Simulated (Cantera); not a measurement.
Feed: 1 mol CH₃F, 0.17 mol H₂, at 748 K and 0.100 bar.

Cantera equilibrium calculation (NASA polynomials, part measured and part estimated; ideal gas, pure solids and liquids). Candidate condensed phases: C, C₆H₆, C₇H₈, C₈H₁₈; 95 gas species. Kinetics and transport are ignored.

Base state: HF 0.491, H₂ 0.444, CH₄ 0.0653 (mole fractions); condensed: C(graphite).

**Question.** What changes in the equilibrium state with this change: temperature from 748 K to 2973.15 K?

**Answer.** 
| species | before | after |
|---|---|---|
| HF | 0.491 | 0.397 |
| H₂ | 0.444 | 0.318 |
| H | <1e-9 | 0.259 |
| C₂H₂ (acetylene) | <1e-9 | 0.0183 |
| CH₄ | 0.0653 | 8.11e-7 |
| C₂H | <1e-9 | 0.00246 |
| C₃ | <1e-9 | 0.00234 |
| F | <1e-9 | 0.00190 |
| C₄H₂ | <1e-9 | 0.000439 |
| C | <1e-9 | 0.000392 |
| C(graphite), mol | 0.867 | 0.870 |
